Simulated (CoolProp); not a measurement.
Computed with CoolProp (reference Helmholtz-energy equation of state, Thol 2015).

Task: For 1,2-dichloroethane, give the phase and the Z, speed of sound (m/s), Joule-Thomson coefficient (K/MPa), isothermal compressibility (1/MPa) at -26.85 °C and 5.27 MPa; 220.75 °C and 3.61 MPa; 49.55 °C and 14.4 MPa.

Result: 
- -26.85 °C and 5.27 MPa: liquid; Z 0.193, speed of sound 1420, Joule-Thomson coefficient -0.443, isothermal compressibility 0.000527
- 220.75 °C and 3.61 MPa: liquid; Z 0.0971, speed of sound 470, Joule-Thomson coefficient 0.313, isothermal compressibility 0.00799
- 49.55 °C and 14.4 MPa: liquid; Z 0.433, speed of sound 1170, Joule-Thomson coefficient -0.396, isothermal compressibility 0.000853
